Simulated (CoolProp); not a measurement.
Vapour-liquid equilibrium of CHF3 (R23) (1) + R22 (2) at 252.7 K; x and y are mole fractions of (1).

Model: multi-fluid Helmholtz-energy mixture model, Penoncello 2003 and Kamei 1995; pair parameters Bell 2016, in CoolProp.

| x | bubble pressure, mixture model (MPa) | bubble pressure, Raoult's law (MPa) | y, mixture model | y, Raoult's law |
|---|---|---|---|---|
| 0.05 | 0.3065 | 0.2978 | 0.238 | 0.231 |
| 0.125 | [?] | 0.3829 | 0.449 | 0.449 |
| 0.2 | 0.4956 | 0.4680 | 0.578 | 0.588 |
| 0.275 | 0.5854 | 0.5531 | 0.665 | 0.684 |
| 0.35 | 0.6719 | 0.6382 | 0.729 | 0.754 |
| 0.425 | 0.7554 | 0.7233 | 0.778 | 0.808 |
| 0.5 | [?] | 0.8084 | 0.817 | 0.851 |
| 0.575 | 0.9150 | 0.8935 | 0.851 | 0.885 |
| 0.65 | 0.9928 | 0.9786 | 0.880 | 0.914 |
| 0.725 | 1.071 | 1.064 | 0.907 | 0.938 |
| 0.8 | 1.149 | 1.149 | 0.932 | 0.958 |
| 0.875 | [?] | 1.234 | 0.957 | 0.976 |
| 0.95 | 1.316 | 1.319 | [?] | 0.991 |

**Question.** Fill in the missing entries.

**Answer.** 
- 0.125, bubble pressure, mixture model (MPa): 0.4025
- 0.5, bubble pressure, mixture model (MPa): 0.8361
- 0.875, bubble pressure, mixture model (MPa): 1.231
- 0.95, y, mixture model: 0.983

The largest gap from Raoult's law is +5.9 % in bubble pressure, at x = 0.2. No azeotrope shows between x = 0.05 and 0.95.

The pair parameters rest on a limited set of measurements; away from them the model extrapolates.
